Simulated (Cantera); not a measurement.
Input: 1 mol Fe₂O₃, 4.4 mol H₂, 1.6 mol H₂O, held at 1600 K and 23.0 mbar.

Cantera equilibrium calculation (NASA polynomials, part measured and part estimated; ideal gas, pure solids and liquids). Candidate condensed phases: Fe, FeO, Fe(OH)₂, Fe(OH)₃, Fe₂O₃, Fe₃O₄, H₂O; 12 gas species. The tables' stoichiometric FeO is somewhat more stable than real wüstite, so its field is too wide. FeO: taken at fixed stoichiometry. Equilibrium is a limit: real reactors are often held back by kinetics, nucleation or transport.

Base state: H₂ 0.566, H₂O 0.433, H 0.000270, Fe 2.85e-5, Fe(OH)₂ 1.65e-5 (mole fractions); condensed: FeO(s).

### Question
What changes in the equilibrium state with this change: temperature from 1600 K to 2123 K?

### Answer
```csv
species,before,after
H₂,0.566,0.504
H₂O,0.433,0.445
Fe,2.85e-5,0.0314
H,0.000270,0.0168
O₂,1.12e-9,1.62e-5
O,3.20e-9,4.32e-5
FeO,1.30e-7,0.000728
"FeO(s), mol",2.00,0
"FeO(l), mol",0,1.80
```

### Question
What changes in the equilibrium state with this change: Fe₂O₃ replaced by V₂O₅?

### Answer
```
species         before     after
------------  --------  --------
H₂O              0.433     0.600
H₂               0.566     0.400
H             0.000270  0.000227
Fe             2.85e-5         0
Fe(OH)₂        1.65e-5         0
OH             8.08e-6   1.33e-5
FeO(s), mol       2.00         0
V₂O₃(s), mol         0     1.000
```
Condensed phases not in the tables: the oxides between V₂O₃ and V₂O₅ other than VO₂. Further candidate phases: V, VO, V₂O₃, V₂O₄, V₂O₅.
